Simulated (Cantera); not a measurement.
Input: 1 mol Al2O3, 41 mol H2, held at 1000 K and 0.00130 bar.

Cantera equilibrium calculation (NASA polynomials, part measured and part estimated; ideal gas, pure solids and liquids). Candidate condensed phases: Al, Al2O3, H2O; 19 gas species. Kinetics and transport are ignored.

Question: What is the equilibrium state?

Answer: 
```
Property                              Value
--------------------------------  ---------
x(H2)                                  1.00
n(Al2O3(s))                        1.00 mol
gas amount                        41.00 mol
log10 activity of Al(l) (absent)      -4.00
```
